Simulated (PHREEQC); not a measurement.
**Spent oxide etchant**

Solution (15 °C): 0.26 mol HF, 0.0069 mol H2SiF6, 9.1e-05 mol H3BO3 and 0.031 mol HNO3 per kg of water. Closed to the air; pH follows from the charge balance.

All values are PHREEQC results (ion-association model, phreeqc.dat), not measurements.

This is a speciation only: nothing precipitates in the calculation.

Question: Predict the pH, density.

Answer: pH 1.33; density 1.003 g/cm³.

Question: In which forms is F present?

Answer: HF 81 %, SiF6-2 14 %, HF2- 3.0 %, F- 1.8 % of the F.

SiF6-2 is the database's only silicon fluoride. Real BF4- forms and hydrolyses slowly; the run takes it at equilibrium.
